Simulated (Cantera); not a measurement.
# Equilibrium for boron, boron nitride and boron oxide: B2O3 + O2 + NH3

Input: 1 mol B2O3, 0.22 mol O2, 1.4 mol NH3.

These are equilibrium values from Cantera (NASA tables, ideal gas, pure condensed phases), not measurements of a reactor. Candidate condensed phases: B, BN, B2O3, B3O3H3, H2O; 39 gas species. Equilibrium is a limit: real reactors are often held back by kinetics, nucleation or transport.

Stable condensed phases:

```
T in K \ P in Pa
             10     37    140    520   1900   7200  27000 100000
   2350       A      A      A      A      A      A      A      A
   2300       A      A      A      A      A      A      A      A
   2250       A      A      A      A      A      A      A      A
   2200       A      A      A      A      A      A      A      A
   2150       A      A      A      A      A      A      A      A
   2100       A      A      A      A      A      A      A      B
   2050       A      A      A      A      A      A      A      B
   2000       A      A      A      A      A      A      A      B
   1950       A      A      A      A      A      A      B      B
   1900       A      A      A      A      A      A      B      B
   1850       A      A      A      A      A      B      B      B
   1800       A      A      A      A      A      B      B      B
   1750       A      A      A      A      B      B      B      B
   1700       A      A      A      B      B      B      B      B
```

A: gas only; B: B2O3.
